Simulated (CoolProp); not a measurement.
A closed Brayton cycle with carbon dioxide: compressor inlet 326.15 K and 8.2 MPa, high pressure 28.4 MPa, turbine inlet 975 K, compressor efficiency 0.8, turbine efficiency 0.93, recuperator effectiveness 0.9 (on enthalpy, no pinch check). Each further row changes one setting.

Computed with CoolProp (reference Helmholtz-energy equation of state, Span 1996).

```csv
case,thermal efficiency (%),net work (kJ/kg),compressor to turbine work,compressor exit (K),turbine exit (K)
as stated,38.8,125,0.37,435.1,806.3
turbine inlet 925 K,…,114,0.39,435.1,762.1
compressor inlet 336.15 K,37.4,117,0.41,…,806.3
high pressure 24.1 MPa,38.0,113,0.35,420.0,827.7
recuperator effectiveness 0.5,…,125,0.37,435.1,806.3
```

Task: Fill in the missing entries.

Result: 
- turbine inlet 925 K, thermal efficiency (%): 37.2
- compressor inlet 336.15 K, compressor exit (K): 453.0
- recuperator effectiveness 0.5, thermal efficiency (%): 25.3
